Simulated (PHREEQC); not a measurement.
A column of 1 m (40 cells, dispersivity 0.035 m, 720 s a shift, diffusion coefficient 3e-10 m²/s) holds 0.0072 eq of the database's cation exchanger X per kg of pore water, first in equilibrium with 0.00069 mol/kgw NaCl and 1e-05 mol/kgw HCl. It is flushed with 3.4 mmol/kgw KCl, 2.3 mmol/kgw SrCl2 and 0.01 mmol/kgw HCl, at 25 °C. Values are for the last cell. No CO2 enters from the air. No solid was allowed to form.

Computed with PHREEQC (ion-association model, phreeqc.dat).

Task: Predict K in solution (mol/kgw), Na in solution (mol/kgw) at pore volumes = 0.8875, 1.012, 1.387, 2.513.

Result: 
| pore volumes | K in solution (mol/kgw) | Na in solution (mol/kgw) |
|---|---|---|
| 0.8875 | 0 | 0.00342 |
| 1.012 | 1.53e-13 | 0.00486 |
| 1.387 | 4.40e-7 | 0.00739 |
| 2.513 | 0.00411 | 5.11e-5 |

Complexes and solids missing from the database can't appear.
